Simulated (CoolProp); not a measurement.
Vapour-liquid equilibrium of R22 (1) + R123 (2) at 7.36 kPa; x and y are mole fractions of (1).

The numbers come from the multi-fluid Helmholtz-energy mixture model, Kamei 1995 and Younglove 1994; pair parameters Bell 2016 in CoolProp.

```tsv
x	bubble temperature (°C)	y at the bubble point	dew temperature at overall composition x (°C)	liquid density (mol/L)
0.05	-42.5	[?]	-29.4	10.84
0.125	-55.0	0.856	-30.7	11.35
0.2	-62.5	0.929	-32.1	11.82
0.275	[?]	0.959	[?]	12.28
0.35	-71.3	0.974	-35.2	12.74
0.425	-74.1	[?]	-37.1	13.21
0.5	-76.3	0.987	-39.1	13.70
0.575	-78.1	0.991	-41.4	14.21
0.65	-79.5	0.993	-44.0	[?]
0.725	-80.8	0.995	-47.2	15.30
0.8	-81.9	0.997	[?]	[?]
0.875	-83.0	[?]	-56.6	16.54
0.95	-84.0	0.999	-65.8	17.22
```

### Question
Complete the blanks.

### Answer

- 0.05, y at the bubble point: 0.610
- 0.275, bubble temperature (°C): -67.6
- 0.275, dew temperature at overall composition x (°C): -33.6
- 0.425, y at the bubble point: 0.982
- 0.65, liquid density (mol/L): 14.74
- 0.8, dew temperature at overall composition x (°C): -51.1
- 0.8, liquid density (mol/L): 15.90
- 0.875, y at the bubble point: 0.998

No azeotrope shows between x = 0.05 and 0.95.

The pair parameters rest on a limited set of measurements; away from them the model extrapolates. The gap from Raoult's law changes sign with composition, which may be real or a fault of the pair parameters; it wasn't checked against measurements.
